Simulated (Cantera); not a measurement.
A diamond (100) surface in a fixed gas of H2 with x(CH4) = 0.0069, x(H) = 0.00029, x(CH3) = 2.6e-05, 0.0520 bar; coverages are run to steady state.

Model: the Harris–Goodwin 1993 mechanism for the reconstructed diamond (100) surface, integrated in Cantera.

One state of this run: growth (µm/h) = 0.0410; θ c6HH = 0.519; θ c6H* = 0.0400; θ c6*H = 0.428; θ c6** = 0.0131; θ c6HM = 3.82e-5. θ: site fractions in the mechanism's names (c6HH fully hydrogenated, c6H* and c6*H radical sites, c6** diradical, c6HM methylated).

Which value of T (K) does it belong to?
A) 1300
B) 950
C) 1000
D) 1150

A, 1300
